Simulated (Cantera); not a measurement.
An adiabatic, constant-pressure homogeneous reactor starts with 1.94 % C3H8, 20.5 % O2, 77.5 % N2, equivalence ratio 0.47, at 1148 K and 10.0 bar.

Computed with Cantera and GRI-Mech 3.0 (53 species, 325 reactions). GRI-Mech 3.0 was tuned for natural gas; its chemistry of propane as a main component is partial and can be far from experiment.

Question: Predict: time of steepest temperature rise; temperature at 3.00 s; equilibrium temperature; x(O2) at 3.00 s; x(NO2) at 3.00 s.

Answer: 
```json
{
 "time_of_steepest_temperature_rise": "3.76 ms",
 "temperature at 3.00 s": "2152 K",
 "equilibrium_temperature": "2152 K",
 "x(O2) at 3.00 s": "0.102 (gas-phase equilibrium 0.102)",
 "x(NO2) at 3.00 s": "2.32e-5 (gas-phase equilibrium 2.32e-5)"
}
```
